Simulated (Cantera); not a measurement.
## Thermodynamics of metals in furnace atmospheres, feed Fe + CO2 + CO

A closed system holds: 1 mol Fe, 0.095 mol CO2, 9.5 mol CO, equilibrated at 0.190 bar.

Cantera equilibrium calculation (NASA polynomials, part measured and part estimated; ideal gas, pure solids and liquids). Candidate condensed phases: C, Fe, Fe(CO)5, FeO, Fe2O3, Fe3O4; 15 gas species. Condensed phases not in the tables: cementite and carbon dissolved in iron. Kinetics and transport are ignored.

From 973 K to 1123 K the condensed part is C(graphite) + Fe(α). From 1198 K to 1648 K the condensed part is Fe(γ). At 1723 K the condensed part is Fe(δ).

| T (K) | x CO | x CO2 | x Fe | x FeO | n C(graphite) | n Fe(α) | n Fe(γ) | n Fe(δ) |
|---|---|---|---|---|---|---|---|---|
| 973 | 0.859 | 0.141 | <1e-12 | <1e-12 | 1.10 | 1.00 | 0 | 0 |
| 1048 | 0.961 | 0.0389 | <1e-12 | <1e-12 | 0.268 | 1.00 | 0 | 0 |
| 1123 | 0.989 | 0.0112 | 1.64e-11 | <1e-12 | 0.0125 | 1.00 | 0 | 0 |
| 1198 | 0.990 | 0.00990 | 2.44e-10 | <1e-12 | 0 | 0 | 1.00 | 0 |
| 1273 | 0.990 | 0.00990 | 2.62e-9 | <1e-12 | 0 | 0 | 1.00 | 0 |
| 1348 | 0.990 | 0.00990 | 2.15e-8 | <1e-12 | 0 | 0 | 1.00 | 0 |
| 1423 | 0.990 | 0.00990 | 1.40e-7 | 8.94e-12 | 0 | 0 | 1.000 | 0 |
| 1498 | 0.990 | 0.00990 | 7.57e-7 | 7.71e-11 | 0 | 0 | 1.000 | 0 |
| 1573 | 0.990 | 0.00990 | 3.46e-6 | 5.38e-10 | 0 | 0 | 1.000 | 0 |
| 1648 | 0.990 | 0.00990 | 1.37e-5 | 3.13e-9 | 0 | 0 | 1.000 | 0 |
| 1723 | 0.990 | 0.00990 | 4.80e-5 | 1.55e-8 | 0 | 0 | 0 | 1.000 |
x: gas mole fraction; n: condensed amount in mol.
